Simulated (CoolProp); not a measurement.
A Linde-Hampson liquefier for ethane: isothermal reversible compression at 320 K from 1 atm to 20 MPa, throttling to 1 atm, return gas leaving the recuperator 10 K below the feed. Each further row changes one setting.

Computed with CoolProp (reference Helmholtz-energy equation of state, Bücker 2006).

```csv
case,liquid yield per pass,compression work (kJ/kg of gas)
as stated,?,366
high pressure 40 MPa,?,?
warm-end temperature 350 K,?,?
warm-end gap 15 K,0.444,366
```

Q: Some entries are withheld; supply them.

A: 
- as stated, liquid yield per pass: 0.451
- high pressure 40 MPa, liquid yield per pass: 0.446
- high pressure 40 MPa, compression work (kJ/kg of gas): 414
- warm-end temperature 350 K, liquid yield per pass: 0.364
- warm-end temperature 350 K, compression work (kJ/kg of gas): 429
